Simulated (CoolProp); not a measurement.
The fluid at 298.15 K and 0.487 MPa (gas) is heated at constant pressure to 370.2 K. The same conditions are run with several fluids, on thermodynamics alone (safety and materials aside).

The numbers come from the reference Helmholtz-energy equation of state of each fluid (C2F6 (R116): Lemmon 2006; propylene: Lemmon 2013; propane: Lemmon 2009; ethane: Bücker 2006; nitrogen: Span 2000) in CoolProp.

### Question
Rank C2F6 (R116), propylene, propane, ethane, nitrogen by heat (kJ/kg), highest first.

### Answer
ethane (140), propane (137), propylene (125), nitrogen (75.4), C2F6 (R116) (60.6)

```tsv
fluid	final density (kg/m³)
C2F6 (R116)	22.4
propylene	6.90
propane	7.27
ethane	4.85
nitrogen	4.43
```
